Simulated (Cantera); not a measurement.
A perfectly stirred reactor is fed with C3H8 : H2 = 1 : 26 (molar parts), at 0.00306 atm; it is held at 1650 K, and followed from long to short residence time.

Detailed kinetics in Cantera: GRI-Mech 3.0 (53 species, 325 reactions). GRI-Mech 3.0 was tuned for natural gas; its chemistry of propane as a main component is partial and can be far from experiment. GRI-Mech 3.0 stops at C3 and has no aromatics, soot or wall deposition, so with more carbon than oxygen in the feed, carbon stays in small species such as C2H2 where larger ones or solid carbon would form. Radical loss at walls, strong at low pressure, is not modelled.

Q: What does this change do: temperature 1650 to 1448 K?

A: 
```csv
quantity,before,after
x(C3H8) at τ = 14.0 s,1.61e-6,1.13e-5
x(H2) at τ = 14.0 s,0.943,0.935
x(H) at τ = 14.0 s,0.00178,0.000477
x(CH4) at τ = 14.0 s,0.00990,0.0255
x(C2H) at τ = 14.0 s,3.73e-7,2.61e-8
x(C3H8) at τ = 0.240 s,7.46e-5,0.000392
x(H2) at τ = 0.240 s,0.929,0.928
x(H) at τ = 0.240 s,0.00256,0.000919
x(CH4) at τ = 0.240 s,0.0320,0.0373
x(C2H) at τ = 0.240 s,4.02e-7,3.43e-8
```
